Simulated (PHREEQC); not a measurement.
PHREEQC input (ion-association model, phreeqc.dat):

```
SOLUTION_SPECIES
  CO3-2 + 10 H+ + 8 e- = CH4 + 3 H2O  # shut off: no methane
    -log_k -100
    -delta_h 0
    -analytic -100
SOLUTION 1
  temp 25
  units mol/kgw
  pH 7 charge
  Cl 0.069
  Na 0.069
END
SELECTED_OUTPUT 1
  -reset false
  -pH true
  -pe true
  -ionic_strength true
  -water true
  -totals C Cl Na C(-4) C(4)
  -molalities H+ Na+ Cl- CO3-2 OH- HCO3- CO2 (CO2)2 NaOH NaCO3-
    NaHCO3
  -saturation_indices Halite
USER_PUNCH 1
  -headings p_CO2(g) phi_CO2(g) p_H2O(g) phi_H2O(g) density
  10 PUNCH PR_P("CO2(g)"), PR_PHI("CO2(g)"), PR_P("H2O(g)"), PR_PHI("H2O(g)"), RHO
PRINT
  -reset false
USE solution 1
REACTION_TEMPERATURE 1
  50
GAS_PHASE 1
  -fixed_pressure
  -pressure 2
  -temperature 50
  -volume 20
  CO2(g) 2
  H2O(g) 0
END
# ... the last block is repeated for the other 12 points of P (atm)
```

Selected output (columns that matter, 11 of 13 rows; P (atm) added in front):

```
P (atm)	pH	mu	C	Cl	Na	m_H+	m_Na+	m_Cl-	si_Halite	p_CO2(g)	phi_CO2(g)	p_H2O(g)	phi_H2O(g)	density
2	3.8511	0.069287	0.035858	0.069122	0.069122	0.00016887	0.069118	0.069122	-4.1131	1.8769	0.99143	0.12311	0.98368	0.99114
5	3.6471	0.069386	0.091758	0.069122	0.069122	0.00027014	0.069116	0.069122	-4.1136	4.8739	0.97858	0.12614	0.96111	0.99175
10	3.4993	0.0695	0.1816	0.069128	0.069128	0.00037968	0.06912	0.069128	-4.1143	9.8685	0.95741	0.13146	0.924	0.99273
30	3.2808	0.069784	0.49954	0.069169	0.069169	0.00062795	0.069156	0.069169	-4.1167	29.843	0.87547	0.15687	0.78087	0.99626
40	3.2292	0.06989	0.63372	0.069198	0.069198	0.00070709	0.069183	0.069198	-4.1178	39.827	0.83599	0.17285	0.71196	0.9978
50	3.192	0.069989	0.75161	0.069236	0.069236	0.00077042	0.069219	0.069236	-4.1187	49.808	0.79739	0.19195	0.64429	0.9992
75	3.1332	0.070268	0.97672	0.069406	0.069406	0.00088198	0.069386	0.069406	-4.1201	74.737	0.70403	0.26345	0.47575	1.0021
100	3.1027	0.070883	1.1058	0.069958	0.069958	0.00094648	0.069936	0.069958	-4.1169	99.569	0.61382	0.43141	0.29491	1.0042
200	3.0518	0.073192	1.2745	0.072156	0.072156	0.0010649	0.072128	0.072156	-4.1041	198.61	0.40132	1.3862	0.097952	1.0099
300	3.0154	0.074144	1.3699	0.07302	0.07302	0.0011576	0.072987	0.07302	-4.1056	297.73	0.32676	2.2716	0.063836	1.0148
400	2.9834	0.074743	1.4431	0.073538	0.073538	0.0012455	0.073498	0.073538	-4.1101	396.86	0.29341	3.1364	0.04937	1.0194
```

Species that the database lacks are ignored. At this temperature some constants are extrapolated from 25 °C, and those without enthalpy data are left unchanged.
